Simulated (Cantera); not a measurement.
What does this Cantera script print?

```python
import numpy as np
import cantera as ct

gas_names = [...]  # 136 gases of nasa_gas.yaml made of C, H, N, O
cond_names = """
    C(gr) C6H6(L) C7H8(L) C8H18(L),n-octa H2O(s) H2O(L)
""".split()


# ... load() reads the species with a 1 bar reference pressure and builds the phases ...
atoms = {
    'C3H6': {'C': 3, 'H': 6},
    'H2O': {'H': 2, 'O': 1},
    'N2': {'N': 2},
}
top_T = {'C(gr)': 4500}  # K; cautious upper limits of use, not melting points


# ... equilibrate(T, P, feed) seeds the gas with the atoms and calls Mixture.equilibrate('TP', solver="vcs", rtol=1e-11, max_steps=5000) ...
results = []
feed = {'C3H6': 1, 'H2O': 0.04, 'N2': 0.2}  # mol
P = 650  # Pa
for T in [525, 575, 625, 675, 725, 775, 825, 875, 925, 975, 1025, 1075, 1125, 1175]:
    mix = equilibrate(T, P, feed)
    results.append((T, P, feed, dict(zip(mix.species_names, mix.species_moles))))

top = {s: max(r[3][s] / sum(r[3][g] for g in gas_names) for r in results) for s in gas_names}
cols = sorted((s for s in top if top[s] > 1e-06), key=lambda s: -top[s])[:8]
seen = [c for c in cond_names if any(r[3].get(c, 0) > 1e-12 for r in results)]
print("log10 of partial pressures in bar; condensed amounts in mol")
print(f"{'T/K':>10s}" + "".join(f"{s[:9]:>10s}" for s in cols + seen))
for T, P, feed, n in results:
    ng = sum(n[g] for g in gas_names)
    print(f"{T:10.4g}" + "".join(f"{np.log10(max(n[s] / ng * P / 1e5, 1e-99)):10.3f}" for s in cols)
          + "".join(f"{n.get(c, 0):10.4g}" for c in seen))
```

It prints:

```
log10 of partial pressures in bar; condensed amounts in mol
       T/K        H2       CH4        N2       H2O        CO       CO2       NH3       HCN     C(gr)
       525    -2.709    -2.422    -3.198    -3.899    -7.170    -6.421    -6.410   -14.572     1.808
       575    -2.458    -2.627    -3.262    -3.968    -6.329    -6.240    -6.504   -13.315     2.137
       625    -2.317    -2.950    -3.328    -4.049    -5.572    -5.987    -6.701   -12.302     2.521
       675    -2.256    -3.349    -3.369    -4.158    -4.907    -5.730    -6.952   -11.461     2.784
       725    -2.234    -3.758    -3.388    -4.385    -4.434    -5.708    -7.209   -10.743     2.896
       775    -2.226    -4.141    -3.396    -4.779    -4.208    -6.058    -7.448   -10.121     2.933
       825    -2.223    -4.489    -3.399    -5.254    -4.133    -6.612    -7.664    -9.575     2.947
       875    -2.221    -4.803    -3.401    -5.722    -4.111    -7.190    -7.859    -9.091     2.953
       925    -2.221    -5.086    -3.401    -6.153    -4.104    -7.731    -8.034    -8.660     2.956
       975    -2.220    -5.342    -3.402    -6.544    -4.102    -8.222    -8.193    -8.274     2.958
      1025    -2.220    -5.574    -3.402    -6.898    -4.101    -8.666    -8.337    -7.926     2.959
      1075    -2.220    -5.786    -3.402    -7.220    -4.101    -9.069    -8.468    -7.611     2.959
      1125    -2.220    -5.980    -3.402    -7.513    -4.101    -9.435    -8.588    -7.324     2.959
      1175    -2.220    -6.158    -3.402    -7.781    -4.101    -9.769    -8.698    -7.062      2.96
```

These are equilibrium values from Cantera (NASA tables, ideal gas, pure condensed phases), not measurements of a reactor.
